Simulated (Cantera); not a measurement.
# Thermodynamics of silicon carbide growth, feed SiHCl₃ + C₂H₄ + H₂

Charge: 1 mol SiHCl₃, 0.23 mol C₂H₄, 8.7 mol H₂, held at 75.0 Torr.

Equilibrium computed with Cantera from the NASA thermochemical tables; the gas is ideal and each condensed phase is pure. Candidate condensed phases: C, C₆H₆, C₇H₈, C₈H₁₈, Si, SiC; 109 gas species. The tables' values for SiCl₃, SiCl are old estimates; treat these amounts as uncertain. Gases not in the tables: Si₂H₆ and higher silanes. The numbers say what is thermodynamically allowed, not how fast it happens.

| T (K) | log p H₂ | log p HCl | log p SiCl₂ | log p H | log p SiCl₄ | log p SiCl₃ | log p SiHCl₃ | n SiC(s) |
|---|---|---|---|---|---|---|---|---|
| 1348 | -1.09 | -1.87 | -2.65 | -6.18 | -2.85 | -3.10 | -3.32 | 0.460 |
| 1498 | -1.10 | -1.79 | -2.41 | -5.32 | -3.58 | -3.25 | -3.88 | 0.460 |
| 1648 | -1.11 | -1.77 | -2.35 | -4.60 | -4.40 | -3.55 | -4.51 | 0.460 |
| 1798 | -1.11 | -1.77 | -2.33 | -4.01 | -5.14 | -3.84 | -5.08 | 0.460 |
| 1948 | -1.11 | -1.77 | -2.33 | -3.50 | -5.77 | -4.10 | -5.57 | 0.460 |
| 2098 | -1.11 | -1.76 | -2.34 | -3.07 | -6.32 | -4.33 | -6.00 | 0.459 |
| 2248 | -1.12 | -1.76 | -2.38 | -2.70 | -6.81 | -4.55 | -6.39 | 0.454 |
log p: log10 of the partial pressure in bar; n: condensed amount in mol.

From 1348 K to 2248 K the condensed part is SiC(s). The main Si-bearing gas is SiCl₂ throughout.
